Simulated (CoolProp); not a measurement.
Vapour-liquid equilibrium of carbon dioxide (1) + isobutane (2) at 232.9 K; x and y are mole fractions of (1).

Computed with CoolProp (multi-fluid Helmholtz-energy mixture model, Span 1996 and Bücker 2006; pair parameters Kunz 2012).

```tsv
x	bubble pressure, mixture model (bar)	bubble pressure, Raoult's law (bar)	y, mixture model	y, Raoult's law
0.05	1.163	0.7669	0.760	0.649
0.15	2.904	1.734	0.908	0.861
0.25	4.432	2.701	0.943	0.921
0.35	5.636	3.668	0.957	0.950
0.45	6.525	4.635	0.965	0.966
0.55	7.178	5.602	0.971	0.977
0.65	7.703	6.569	0.975	0.985
0.75	8.203	7.535	0.979	0.991
0.85	8.771	8.502	0.985	0.995
0.95	9.498	9.469	0.993	0.999
```

The largest gap from Raoult's law is +67.5 % in bubble pressure, at x = 0.15. No azeotrope shows between x = 0.05 and 0.95.

Pair parameters are fitted to limited data, so mixtures are less certain than the pure fluids. With so large a gap from Raoult's law the liquid may split in two, which this calculation doesn't test in full.
